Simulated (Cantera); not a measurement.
Transport properties of process gases

Gas mixture: C3H8 = 0.41 (molar parts), at 11.0 Pa, frozen composition.

Cantera's kinetic-theory transport with the Lennard-Jones parameters of GRI-Mech 3.0, ideal gas; thermal conductivity in the multicomponent form. The composition is frozen, though it would react at the higher temperatures.

```csv
T (K),ρ (kg/m³),cp (J/kg/K),μ (µPa s),λ (mW/m/K),Pr,D (cm²/s) C2H2,D (cm²/s) H,D (cm²/s) CH4
400,0.000146,2134,10.9,30.6,0.758,1440,10400,1970
650,8.98e-5,3083,16.5,67.1,0.759,3490,25000,4700
900,6.48e-5,3749,21.2,105,0.757,6190,43900,8260
1150,5.07e-5,4195,25.4,141,0.755,9450,66600,12500
1400,4.17e-5,4523,29.1,175,0.753,13200,92800,17500
1650,3.54e-5,4780,32.6,207,0.751,17400,122000,23000
1900,3.07e-5,4978,35.8,238,0.749,22100,155000,29100
2150,2.71e-5,5126,38.8,266,0.748,27100,190000,35800
```
D: mixture-averaged diffusion coefficient of that species in the mixture.
